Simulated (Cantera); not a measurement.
## Equilibrium for fluorocarbon and chlorocarbon gases: c-C4F8 + H2

Feed: 1 mol c-C4F8, 0.059 mol H2, at 10.0 Pa.

Equilibrium computed with Cantera from the NASA thermochemical tables; the gas is ideal and each condensed phase is pure. Candidate condensed phases: C, C6H6, C7H8, C8H18; 95 gas species. The feed counts by its element totals alone. Condensed phases not in the tables: fluorocarbon polymer. Gases not in the tables: C2F6 and larger saturated fluorocarbons. The numbers say what is thermodynamically allowed, not how fast it happens.

From 773 K to 1673 K the condensed part is C(graphite). The main C-bearing gas is CF4 throughout.

```tsv
T (K)	x CF4	x HF	x CF2	x F	n C(graphite)
773	0.944	0.0565	2.36e-12	<1e-12	2.03
923	0.944	0.0565	3.07e-9	2.56e-10	2.03
1073	0.943	0.0565	5.30e-7	8.05e-8	2.03
1223	0.943	0.0565	2.55e-5	6.21e-6	2.03
1373	0.943	0.0565	0.000521	0.000186	2.03
1523	0.935	0.0562	0.00579	0.00285	2.02
1673	0.877	0.0542	0.0404	0.0264	2.00
```
x: gas mole fraction; n: condensed amount in mol.
